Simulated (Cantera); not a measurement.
# Aluminium nitride and oxide growth: Al(CH3)3 + N2

A closed system holds: 1 mol Al(CH3)3, 4.6 mol N2, held at 1123 K and 0.100 bar.

Method: chemical equilibrium by Gibbs-energy minimisation in Cantera with the NASA 1993 tables (ideal gas, pure condensed phases). Candidate condensed phases: Al, AlN, C, C6H6, C7H8, C8H18; 97 gas species. The feed counts by its element totals alone. Kinetics and transport are ignored.

```yaml
x(H2): 0.522
x(N2): 0.477
x(CH4): 0.000800
x(HCN): 1.49e-5
x(NH3): 7.31e-6
n(AlN(s)): 1.00 mol
n(C(graphite)): 2.99 mol
gas_amount: 8.593 mol
log10 activity of Al(l) (absent): -8.52
```
